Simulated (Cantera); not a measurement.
A perfectly stirred reactor is fed with CH4 : H2 : O2 : N2 = 1 : 0.046 : 4.21 : 15.8 (molar parts), equivalence ratio 0.48, at 0.630 bar; it is adiabatic with a 475 K inlet, and is followed from long to short residence time, starting on the burning branch (τ in s: 0.024, 0.013, 0.0072, 0.0039, 0.0021, 0.0012, 0.00063, 0.00034, 0.00019, 0.0001, 5.5e-05, 3e-05, 1.6e-05).

Cantera simulation using GRI-Mech 3.0 (53 species, 325 reactions); the numbers are that mechanism's predictions, not measurements.

Q: What does this change do: inlet temperature 475 to 723 K?

A: 
| quantity | before | after |
|---|---|---|
| blow-out, bracketed by the residence times tried | burning at 0.630 ms, out at 0.340 ms | burning at 0.190 ms, out at 0.100 ms |
| x(CH4) at τ = 24.0 ms | 5.29e-5 | 2.48e-5 |
| x(H2) at τ = 24.0 ms | 0.000218 | 0.000292 |
| x(O2) at τ = 24.0 ms | 0.104 | 0.104 |
| x(H) at τ = 24.0 ms | 7.28e-5 | 0.000106 |
| x(CH2O) at τ = 24.0 ms | 5.21e-6 | 3.03e-6 |
| x(CH4) at τ = 0.630 ms | 0.00116 | 0.000331 |
| x(H2) at τ = 0.630 ms | 0.00212 | 0.00207 |
| x(O2) at τ = 0.630 ms | 0.113 | 0.107 |
| x(H) at τ = 0.630 ms | 0.000953 | 0.00187 |
| x(CH2O) at τ = 0.630 ms | 9.23e-5 | 3.85e-5 |

Q: What does this change do: inlet temperature 475 to 348 K?

A: 
```csv
quantity,before,after
"blow-out, bracketed by the residence times tried","burning at 0.630 ms, out at 0.340 ms","burning at 2.10 ms, out at 1.20 ms"
x(CH4) at τ = 24.0 ms,5.29e-5,8.56e-5
x(H2) at τ = 24.0 ms,0.000218,0.000196
x(O2) at τ = 24.0 ms,0.104,0.104
x(H) at τ = 24.0 ms,7.28e-5,5.81e-5
x(CH2O) at τ = 24.0 ms,5.21e-6,7.46e-6
x(CH4) at τ = 0.630 ms,0.00116,0.0475
x(H2) at τ = 0.630 ms,0.00212,0.00218
x(O2) at τ = 0.630 ms,0.113,0.200
x(H) at τ = 0.630 ms,0.000953,<1e-12
x(CH2O) at τ = 0.630 ms,9.23e-5,<1e-12
```
